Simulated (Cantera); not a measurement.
A Cantera script and its output.

```python
import numpy as np
import cantera as ct

gas = ct.Solution("gri30.yaml", transport_model="mixture-averaged")
show = ['CH3', 'O', 'OH']

rows = []
print(f"{'T/K':>7s}{'rho':>11s}{'cp':>10s}{'mu':>11s}{'lambda':>11s}{'Pr':>7s}" + "".join(f"{'D_' + s:>11s}" for s in show))
for T in [400, 650, 900, 1150, 1400, 1650]:
    gas.TPX = T, 1000000, {'NH3': 0.37}
    Pr = gas.cp_mass * gas.viscosity / gas.thermal_conductivity
    D = [gas.mix_diff_coeffs_mole[gas.species_index(s)] for s in show]
    rows.append([gas.density, gas.cp_mass, gas.viscosity, gas.thermal_conductivity, Pr, *D])
    print(f"{T:7g}{gas.density:11.4e}{gas.cp_mass:10.1f}{gas.viscosity:11.4e}"
          f"{gas.thermal_conductivity:11.4e}{Pr:7.3f}" + "".join(f"{d:11.4e}" for d in D))
print("SI units: kg/m3, J/kg/K, Pa s, W/m/K, m2/s")
```

Result:

```
    T/K        rho        cp         mu     lambda     Pr      D_CH3        D_O       D_OH
    400 5.1209e+00    2269.4 1.3919e-05 4.4299e-02  0.713 3.9635e-06 6.1121e-06 6.0180e-06
    650 3.1513e+00    2755.4 2.2597e-05 8.6485e-02  0.720 9.7371e-06 1.4602e-05 1.4377e-05
    900 2.2760e+00    3162.4 3.0628e-05 1.3434e-01  0.721 1.7354e-05 2.5668e-05 2.5273e-05
   1150 1.7812e+00    3518.2 3.7947e-05 1.8387e-01  0.726 2.6551e-05 3.8976e-05 3.8375e-05
   1400 1.4631e+00    3801.7 4.4647e-05 2.3303e-01  0.728 3.7167e-05 5.4314e-05 5.3478e-05
   1650 1.2414e+00    4031.8 5.0833e-05 2.8077e-01  0.730 4.9093e-05 7.1540e-05 7.0438e-05
SI units: kg/m3, J/kg/K, Pa s, W/m/K, m2/s
```

Cantera simulation using GRI-Mech 3.0 (53 species, 325 reactions); the numbers are that mechanism's predictions, not measurements. Polar gases are described roughly by these parameters. The composition is frozen, though it would react at the higher temperatures.
